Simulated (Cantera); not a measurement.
Carbothermic reduction: SiO2 + CH4 + CO

Feed: 1 mol SiO2, a varied amount of CH4, 2 mol CO, held at 1052 °C and 0.000490 bar.

Equilibrium computed with Cantera from the NASA thermochemical tables; the gas is ideal and each condensed phase is pure. Candidate condensed phases: C, C6H6, C7H8, C8H18, H2O, Si, SiC, SiO2; 123 gas species. Mutual solubility and eutectic melting of coexisting phases are not modelled. The tables hold silica as quartz up to 1696 K and as liquid above; real silica turns to tridymite and cristobalite and melts near 1996 K. Rates play no part.

From 0.46 mol CH4 to 2.7 mol CH4 the condensed part is SiC(s) + SiO2(β-quartz). From 3.5 mol CH4 to 5.9 mol CH4 the condensed part is C(graphite) + SiC(s). The main Si-bearing gas is SiO throughout.

| n(CH4) (mol) | x H2 | x CO | x SiO | x H | x H2O | n SiC(s) | n SiO2(β-quartz) | n C(graphite) |
|---|---|---|---|---|---|---|---|---|
| 0.46 | 0.284 | 0.713 | 0.00228 | 3.94e-5 | 1.38e-6 | 0.151 | 0.842 | 0 |
| 0.59 | 0.329 | 0.668 | 0.00233 | 4.24e-5 | 1.57e-6 | 0.194 | 0.798 | 0 |
| 0.76 | 0.376 | 0.621 | 0.00239 | 4.53e-5 | 1.75e-6 | 0.250 | 0.740 | 0 |
| 0.99 | 0.425 | 0.572 | 0.00246 | 4.82e-5 | 1.93e-6 | 0.326 | 0.662 | 0 |
| 1.3 | 0.474 | 0.523 | 0.00253 | 5.09e-5 | 2.08e-6 | 0.429 | 0.557 | 0 |
| 1.6 | 0.509 | 0.489 | 0.00259 | 5.27e-5 | 2.19e-6 | 0.528 | 0.456 | 0 |
| 2.1 | 0.551 | 0.447 | 0.00267 | 5.48e-5 | 2.29e-6 | 0.693 | 0.286 | 0 |
| 2.7 | 0.585 | 0.412 | 0.00274 | 5.65e-5 | 2.37e-6 | 0.892 | 0.0831 | 0 |
| 3.5 | 0.636 | 0.363 | 0.000310 | 5.89e-5 | 8.15e-7 | 0.997 | 0 | 0.507 |
| 4.5 | 0.692 | 0.307 | 0.000262 | 6.15e-5 | 7.50e-7 | 0.997 | 0 | 1.51 |
| 5.9 | 0.747 | 0.253 | 0.000216 | 6.38e-5 | 6.66e-7 | 0.997 | 0 | 2.91 |
x: gas mole fraction; n: condensed amount in mol.
